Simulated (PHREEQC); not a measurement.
1 kg of water holding 0.031 mol KCl, 0.62 mol NaCl, 0.25 mol NaHCO3 and 0.1 mol Na2SO4 is evaporated at 20 °C; the solids stay in contact with the brine. CO2 is held at log p = -3.4 (atm). Only these solids could form: Arcanite, Burkeite, Glaserite, Halite, Kalicinite, Mirabilite, Misenite, Nahcolite, Natron, Sylvite, Thenardite, Trona.

Computed with PHREEQC (Pitzer model, pitzer.dat).

Problem. Predict ionic strength, water activity at water left (kg) = 0.2552, 0.2101, 0.1731, 0.04359.

Solution. 
```tsv
water left (kg)	ionic strength	water activity
0.2552	5.13	0.874
0.2101	6.24	0.841
0.1731	7.59	0.798
0.04359	9.47	0.723
```

Species that the database lacks are ignored.
